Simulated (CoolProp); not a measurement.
Ethane at 219.21 K and 0.967 MPa flows at 13 m/s in a round tube of 4.6 mm bore and 15 µm roughness, fully developed (64/Re and Nu = 3.66 if laminar; Colebrook and Gnielinski if turbulent). Each further row changes one setting.

Model: reference Helmholtz-energy equation of state, Bücker 2006, in CoolProp.

| case | Reynolds number | Darcy friction factor | pressure drop (Pa/m) | heat-transfer coefficient (W/(m² K)) | mass flow (kg/h) |
|---|---|---|---|---|---|
| as stated | 267000 | 0.0273 | 250000 | 38600 | 388 |
| velocity 26 m/s | 534000 | 0.0270 | 990000 | 76800 | 775 |
| diameter 9.2 mm | 534000 | 0.0226 | 103000 | 33000 | 1550 |

Viscosity comes from a separate model (Friend 1991). Thermal conductivity comes from a separate model (Friend 1991).
